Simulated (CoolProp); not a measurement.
A simple Rankine cycle with C3F8 (R218): condensing at 294.15 K, boiler at 2.06 MPa, turbine inlet 348.8 K, turbine efficiency 0.6, pump efficiency 0.7, no recuperator. Each further row changes one setting.

Model: reference Helmholtz-energy equation of state, Lemmon 2006, in CoolProp. It is a short technical equation, of lower accuracy than the large ones.

```
case                             thermal efficiency (%)  net work (kJ/kg)  heat in (kJ/kg)  turbine exit temperature (K)  volume ratio over the turbine
-------------------------------  ----------------------  ----------------  ---------------  ----------------------------  -----------------------------
as stated                                           4.7              5.32              113                         326.0                           3.23
turbine inlet 368.8 K                               4.7              6.29                …                         349.1                           2.99
condensing temperature 286.15 K                     5.6                 …                …                         322.2                           4.13
boiler pressure 1.44 MPa                            3.3                 …              121                             …                              …
turbine efficiency 0.5                                …              4.21              113                         327.2                           3.25
```

Problem. Some entries are withheld; supply them.

Solution. 
- turbine inlet 368.8 K, heat in (kJ/kg): 135
- condensing temperature 286.15 K, net work (kJ/kg): 6.88
- condensing temperature 286.15 K, heat in (kJ/kg): 122
- boiler pressure 1.44 MPa, net work (kJ/kg): 3.98
- boiler pressure 1.44 MPa, turbine exit temperature (K): 336.9
- boiler pressure 1.44 MPa, volume ratio over the turbine: 1.99
- turbine efficiency 0.5, thermal efficiency (%): 3.7
